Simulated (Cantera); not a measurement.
Premixed flame

A freely propagating, adiabatic, planar premixed flame of 12.1 % CH4, 18.6 % O2, 54.0 % N2, 11.4 % H2O, 3.87 % CO2, equivalence ratio 1.3, unburnt at 575 K and 1000000 Pa; mixture-averaged transport, grid criteria slope 0.08 and curve 0.16, no radiation.

Detailed kinetics in Cantera: GRI-Mech 3.0 (53 species, 325 reactions). Burning velocities carry a grid error of a few per cent, more on coarse grids.

```csv
z (mm),T (K),u (m/s),x CH4,x O2,x H2O,x CH2,x C2H6,x NO2
-0.369,576,0.256,0.121,0.186,0.114,<1e-8,1.05e-7,<1e-8
-0.246,585,0.261,0.119,0.184,0.115,<1e-8,1.93e-6,1.48e-8
-0.184,611,0.274,0.117,0.182,0.119,<1e-8,1.01e-5,6.43e-8
-0.123,741,0.336,0.106,0.170,0.137,<1e-8,8.68e-5,3.72e-7
-0.0615,1206,0.556,0.0703,0.121,0.194,<1e-8,0.000648,9.05e-7
-0.0307,1592,0.742,0.0392,0.0750,0.240,5.07e-7,0.000975,2.89e-7
0,1940,0.912,0.0124,0.0297,0.280,1.22e-5,0.000225,2.01e-8
0.0307,2106,0.991,0.00281,0.00811,0.295,1.61e-5,1.17e-5,<1e-8
0.0615,2157,1.01,0.000835,0.00217,0.298,6.37e-6,9.21e-7,<1e-8
0.123,2180,1.02,0.000184,0.000240,0.297,9.57e-7,2.97e-8,<1e-8
0.246,2187,1.03,3.57e-5,1.67e-5,0.297,9.71e-8,<1e-8,<1e-8
0.492,2188,1.03,4.24e-6,6.24e-6,0.297,<1e-8,<1e-8,<1e-8
0.983,2188,1.03,1.16e-7,5.70e-6,0.297,<1e-8,<1e-8,<1e-8
```
x: mole fraction of selected species; z is measured from the peak of heat release.

```yaml
laminar_burning_velocity: 25.5 cm/s
thermal_thickness: 0.123 mm
peak x(CH2): 1.86e-5
peak x(C2H6): 0.000991
grid_points: 141
```
